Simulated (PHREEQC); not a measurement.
Dissolve 0.0036 mol ZnSO4, 0.0096 mol H3BO3 and 0.025 mol NiCl2 per kg of water at 15 °C. Closed to the air; pH follows from the charge balance.

Model: ion-association model, wateq4f.dat, run in PHREEQC.

Precipitation was switched off in this run.

Question: Estimate the pH, ionic strength.

Answer: pH 5.57; ionic strength 0.0804 mol/kgw.

Question: In which forms is Zn present?

Answer: Zn+2 90 %, ZnSO4 6.8 %, ZnCl+ 3.2 % of the Zn.

Complexes and solids missing from the database can't appear. In wateq4f.dat the enthalpy of Ni(OH)2 has the wrong sign, so its saturation index can't be trusted away from 25 °C.
